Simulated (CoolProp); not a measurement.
500 sccm (0 °C, 1 atm) of nitrogen bubbles through liquid hexamethyldisiloxane (MM) at 281.4 K and leaves saturated at a total pressure of 0.0132 MPa (ideal gas phase). Each further row changes one setting.

The numbers come from the reference Helmholtz-energy equation of state, Thol 2016 in CoolProp.

```csv
case,vapour pressure (kPa),mole fraction of vapour,delivery (mg/min),delivery (sccm),change of delivery for a bath 1 K warmer (%)
as stated,2.24,0.170,…,…,7.3
bath temperature 286.4 K,2.98,…,…,146,7.5
total pressure 0.0264 MPa,2.24,0.0848,335,46.3,6.6
```

Question: Fill in the missing entries.

Answer: 
- as stated, delivery (mg/min): 739
- as stated, delivery (sccm): 102
- bath temperature 286.4 K, mole fraction of vapour: 0.226
- bath temperature 286.4 K, delivery (mg/min): 1060
